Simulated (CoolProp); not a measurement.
Aqueous ammonia as a coolant, 24 % by mass, freezing at -51.1 °C, 1 atm.

Values from CoolProp's Melinder's fits for secondary coolants.

```csv
T (°C),conductivity (W/(m K)),viscosity (mPa s),density (kg/m³),cp (kJ/(kg K))
-44.3,0.352,17.8,936.3,4.339
-38.3,0.362,12.1,934.8,4.316
-32.3,0.372,8.58,933.1,4.298
-26.3,0.383,6.29,931.1,4.282
-20.4,0.393,4.79,929.0,4.269
-14.4,0.404,3.73,926.7,4.258
-8.4,0.415,2.98,924.2,4.248
-2.4,0.426,2.43,921.5,4.241
3.5,0.436,2.02,918.7,4.235
9.5,0.446,1.69,915.7,4.229
15.5,0.457,1.44,912.5,4.225
21.5,0.467,1.23,909.1,4.220
```
